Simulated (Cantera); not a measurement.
# Premixed flame

A freely propagating, adiabatic, planar premixed flame of 1.93 % CH₄, 1.03 % C₂H₆, 2.23 % C₃H₈, 19.9 % O₂, 74.9 % N₂, unburnt at 398 K and 720000 Pa; mixture-averaged transport, grid criteria slope 0.08 and curve 0.16, no radiation.

Detailed kinetics in Cantera: GRI-Mech 3.0 (53 species, 325 reactions). GRI-Mech 3.0 was tuned for natural gas; its chemistry of propane as a main component is partial and can be far from experiment. Burning velocities carry a grid error of a few per cent, more on coarse grids.

```
z (mm)   T (K)  u (m/s)     x CH₄    x C₂H₆    x C₃H₈     x NO    x C₂H₄     x CH₃
-------  -----  -------  --------  --------  --------  -------  --------  --------
-0.231     398    0.372    0.0193    0.0103    0.0223    <1e-8   5.65e-7     <1e-8
-0.154     402    0.375    0.0193    0.0102    0.0223    <1e-8   7.80e-6     <1e-8
-0.116     413    0.386    0.0191    0.0102    0.0222    <1e-8   3.90e-5     <1e-8
-0.0772    488    0.460    0.0181   0.00993    0.0219  7.82e-8  0.000365   3.01e-8
-0.0386    918    0.882    0.0134   0.00716    0.0163  1.94e-6   0.00342   4.39e-5
-0.0193   1350     1.32   0.00859   0.00331   0.00630  6.37e-6   0.00595  0.000642
0         1775     1.75   0.00256  0.000183  0.000135  1.29e-5   0.00198  0.000798
0.0193    1970     1.94  0.000163   2.35e-7   2.25e-8  2.11e-5   4.46e-5   7.06e-5
0.0386    2055     2.01   5.22e-6     <1e-8     <1e-8  2.73e-5   4.13e-7   2.65e-6
0.0772    2148     2.09     <1e-8     <1e-8     <1e-8  3.53e-5     <1e-8     <1e-8
0.154     2227     2.15     <1e-8     <1e-8     <1e-8  4.56e-5     <1e-8     <1e-8
0.309     2277     2.20     <1e-8     <1e-8     <1e-8  5.90e-5     <1e-8     <1e-8
0.617     2301     2.21     <1e-8     <1e-8     <1e-8  7.80e-5     <1e-8     <1e-8
```
x: mole fraction of selected species; z is measured from the peak of heat release.

| Quantity | Result |
|---|---|
| laminar burning velocity | 37.1 cm/s |
| thermal thickness | 0.0772 mm |
| peak x(C₂H₄) | 0.00597 |
| peak x(CH₃) | 0.00109 |
| grid points | 135 |
